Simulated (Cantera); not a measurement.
A Cantera script and what it prints.

```python
import numpy as np
import cantera as ct

gas_names = """
    C CH CH2 CH3 CH2OH CH3O CH4 CH3OH CN CO CO2 COOH C2 C2H CHCO,ketyl C2H2,acetylene C2H2,vinylidene
    CH2CO,ketene C2H3,vinyl CH3CN CH3CO,acetyl C2H4 C2H4O,ethylen CH3CHO,ethanal CH3COOH (HCOOH)2 C2H5
    C2H6 CH3OCH3 C2H5OH CCN CNC C2N2 C2O C3 C3H3,propargyl C3H4,allene C3H4,propyne C3H4,cyclo-
    C3H5,allyl C3H6,propylene C3H6,cyclo- C3H6O C3H7,n-propyl C3H7,i-propyl C3H8 C3H8O,1propanol
    C3H8O,2propanol C3O2 C4 C4H2 C4H4,1,3-cyclo- C4H6,butadiene C4H6,2-butyne C4H6,cyclo- C4H8,1-butene
    C4H8,cis2-buten C4H8,tr2-butene C4H8,isobutene C4H8,cyclo- (CH3COOH)2 C4H9,n-butyl C4H9,i-butyl
    C4H9,s-butyl C4H9,t-butyl C4H10,isobutane C4H10,n-butane C4N2 C5 C5H6,1,3cyclo- C5H8,cyclo-
    C5H10,1-pentene C5H10,cyclo- C5H11,pentyl C5H11,t-pentyl C5H12,n-pentane C5H12,i-pentane
    CH3C(CH3)2CH3 C6H2 C6H5,phenyl C6H5O,phenoxy C6H6 C6H5OH,phenol C6H10,cyclo- C6H12,1-hexene
    C6H12,cyclo- C6H13,n-hexyl C7H7,benzyl C7H8 C7H8O,cresol C7H14,1-heptene C7H15,n-heptyl
    C7H16,n-heptane C8H8,styrene C8H10,ethylbenz C8H16,1-octene C8H17,n-octyl C8H18,isooctane
    C8H18,n-octane C9H19,n-nonyl C10H8,naphthale C10H21,n-decyl C12H9,o-bipheny C12H10,bipheny H HCN HCO
    HCCN HNC HNCO HNO HNO2 HNO3 HO2 H2 HCHO,formaldehy HCOOH H2O H2O2 N NCO NH NH2 NH3 NH2OH NO NO2 NO3
    N2 N2H2 N2H4 N2O O OH O2 O3 Si SiC SiC2 SiC4H12 SiH SiH2 SiH3 SiH4 SiN SiO SiO2 Si2 Si2C Si2N Si3
""".split()
cond_names = """
    C(gr) C6H6(L) C7H8(L) C8H18(L),n-octa H2O(s) H2O(L) Si(cr) Si(L) SiC(b) SiO2(Lqz) SiO2(hqz) SiO2(L)
    Si2N2O(s) Si3N4(a)
""".split()


def load(file, names, dense=False):
    # The tables refer to 1 bar. Condensed volumes are neglected.
    table = {s.name: s for s in ct.Species.list_from_file(file)}
    out = []
    for n in names:
        d = dict(table[n].input_data)
        d["thermo"] = dict(d["thermo"], **{"reference-pressure": 1e5})
        if dense:
            d["equation-of-state"] = {"model": "constant-volume", "density": "1e6 g/cm^3"}
        out.append(ct.Species.from_dict(d))
    return out


gas = ct.Solution(thermo="ideal-gas", species=load("nasa_gas.yaml", gas_names))
cond = {s.name: ct.Solution(thermo="fixed-stoichiometry", species=[s], name=s.name)
        for s in load("nasa_condensed.yaml", cond_names, dense=True)}
atoms = {
    'HMDSO': {'Si': 2, 'C': 6, 'H': 18, 'O': 1},
    'O3': {'O': 3},
    'N2': {'N': 2},
}
top_T = {'C(gr)': 4500, 'SiC(b)': 3050, 'Si2N2O(s)': 2100, 'Si3N4(a)': 2400}  # K; cautious upper limits of use, not melting points


def equilibrate(T, P, feed):
    n = {}
    for name, mol in feed.items():
        for a, k in atoms[name].items():
            n[a] = n.get(a, 0.0) + k * mol
    gas.TPX = T, P, n
    mass = sum(n.values()) * gas.mean_molecular_weight
    gas.equilibrate("TP")
    valid = [c for c in cond.values() if c.min_temp <= T <= top_T.get(c.name, c.max_temp)]
    mix = ct.Mixture([(gas, mass / gas.mean_molecular_weight)] + [(c, 0.0) for c in valid])
    mix.T, mix.P = T, P
    mix.equilibrate("TP", solver="vcs", rtol=1e-11, max_steps=5000)
    return mix


results = []
feed = {'HMDSO': 1, 'O3': 0.29, 'N2': 15}  # mol
T = 1700  # K
for P in [5, 15, 45, 140, 410, 1200, 3700, 11000, 33000, 100000]:
    mix = equilibrate(T, P, feed)
    results.append((T, P, feed, dict(zip(mix.species_names, mix.species_moles))))

top = {s: max(r[3][s] / sum(r[3][g] for g in gas_names) for r in results) for s in gas_names}
cols = sorted((s for s in top if top[s] > 1e-05), key=lambda s: -top[s])[:5]
seen = [c for c in cond_names if any(r[3].get(c, 0) > 1e-12 for r in results)]
print("log10 of partial pressures in bar; condensed amounts in mol")
print(f"{'P/Pa':>10s}" + "".join(f"{s[:9]:>10s}" for s in cols + seen))
for T, P, feed, n in results:
    ng = sum(n[g] for g in gas_names)
    print(f"{P:10.4g}" + "".join(f"{np.log10(max(n[s] / ng * P / 1e5, 1e-99)):10.3f}" for s in cols)
          + "".join(f"{n.get(c, 0):10.4g}" for c in seen))
```

Output:

```
log10 of partial pressures in bar; condensed amounts in mol
      P/Pa        N2        H2        CO         H       HCN     C(gr)    SiC(b) Si2N2O(s)
         5    -4.541    -4.771    -5.446    -6.217    -7.092     2.106     1.987         0
        15    -4.063    -4.290    -4.968    -5.976    -6.612     2.102     1.991         0
        45    -3.585    -3.810    -4.490    -5.737    -6.134     2.101     1.992         0
       140    -3.092    -3.315    -3.997    -5.489    -5.640       2.1     1.992         0
       410    -2.625    -2.848    -3.530    -5.256    -5.173       2.1     1.992         0
      1200    -2.158    -2.381    -3.064    -5.022    -4.706       2.1     1.992         0
      3700    -1.669    -1.892    -2.575    -4.778    -4.217       2.1     1.992         0
   1.1e+04    -1.196    -1.419    -2.101    -4.541    -3.743       2.1     1.992         0
   3.3e+04    -0.714    -0.906    -1.921    -4.285    -3.246     5.087         0    0.9985
     1e+05    -0.232    -0.425    -1.439    -4.044    -2.765     5.083         0    0.9995
```

Cantera equilibrium calculation (NASA polynomials, part measured and part estimated; ideal gas, pure solids and liquids). The feed counts by its element totals alone.
